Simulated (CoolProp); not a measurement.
Properties of R245fa along the isobar 1420 kPa.

Model: reference Helmholtz-energy equation of state, Akasaka 2015, in CoolProp.

| T (K) | phase | density (kg/m³) | speed of sound (m/s) | viscosity (µPa s) | conductivity (mW/(m K)) | fugacity coefficient |
|---|---|---|---|---|---|---|
| 245.7 | liquid | 1474 | 899.1 | 792 | 109 | 0.009540 |
| 259.6 | liquid | 1441 | 838.3 | 651 | 104 | 0.02032 |
| 273.5 | liquid | 1406 | 779.4 | 542 | 100 | 0.03930 |
| 287.4 | liquid | 1371 | 722.0 | 457 | 95.8 | 0.07006 |
| 301.2 | liquid | 1334 | 666.2 | 388 | 91.7 | 0.1161 |
| 315.1 | liquid | 1296 | 610.5 | 330 | 87.6 | 0.1820 |
| 329 | liquid | 1255 | 554.6 | 282 | 83.5 | 0.2708 |
| 342.9 | liquid | 1210 | 497.7 | 240 | 79.5 | 0.3850 |
| 356.7 | liquid | 1162 | 438.9 | 205 | 75.4 | 0.5248 |
| 370.6 | liquid | 1107 | 375.6 | 172 | 71.1 | 0.6918 |
| 384.5 | gas | 78.72 | 124.6 | 16.1 | 25.1 | 0.8089 |
| 398.4 | gas | 72.01 | 133.1 | 16.5 | 26.0 | 0.8337 |
| 412.2 | gas | 67.00 | 140.1 | 16.9 | 27.1 | 0.8542 |
| 426.1 | gas | 62.96 | 146.0 | 17.3 | 28.3 | 0.8715 |
| 440 | gas | 59.60 | 151.3 | 17.8 | 29.6 | 0.8862 |

Viscosity comes from a separate model (Bell 2016), an estimate that may be off by 10 % or more. Thermal conductivity comes from a separate model (Huber 2003), an estimate that may be off by 10 % or more.
